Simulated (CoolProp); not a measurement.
Vapour-liquid equilibrium of toluene (1) + n-dodecane (2) at 3.7 bar; x and y are mole fractions of (1).

Values from CoolProp's multi-fluid Helmholtz-energy mixture model, Lemmon 2006 and Lemmon 2004; pair parameters Bell 2016.

Question: Give the bubble temperature and the first vapour's composition at x = 0.425, 0.575, 0.725. Is there an azeotrope?

Answer: x = 0.425: 481.7 K, y = 0.852; x = 0.575: 465.4 K, y = 0.927; x = 0.725: 453.0 K, y = 0.966. No azeotrope shows between x = 0.05 and 0.95.

Pair parameters are fitted to limited data, so mixtures are less certain than the pure fluids.
